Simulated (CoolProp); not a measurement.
R124 along the isobar 2.05 MPa: fugacity coefficient from the reference equation and from simpler models built on Tc = 395.4 K, pc = 3.624 MPa, ω = 0.288; each cubic takes its own stable root.

Values from CoolProp's reference Helmholtz-energy equation of state, de Vries 1995.

```csv
T (K),phase,reference
233.2,liquid,0.01393
245.3,liquid,0.02569
257.5,liquid,0.04425
269.6,liquid,0.07133
281.7,liquid,0.1090
293.9,liquid,0.1595
306,liquid,0.2235
318.1,liquid,0.3021
330.3,liquid,0.3965
342.4,liquid,0.5044
354.6,liquid,0.6263
```

Question: How far does each simpler model (van der Waals, Peng-Robinson) lie from the reference over these 11 states: mean and median of the absolute difference, and the worst?

Answer: 
- van der Waals: mean 282.7 %, median 169.9 %, worst +948.8 % at 233.2 K and 2.05 MPa
- Peng-Robinson: mean 0.5 %, median 0.2 %, worst +2.1 % at 233.2 K and 2.05 MPa

At some of these states van der Waals gives the other phase, because its saturation line lies elsewhere.
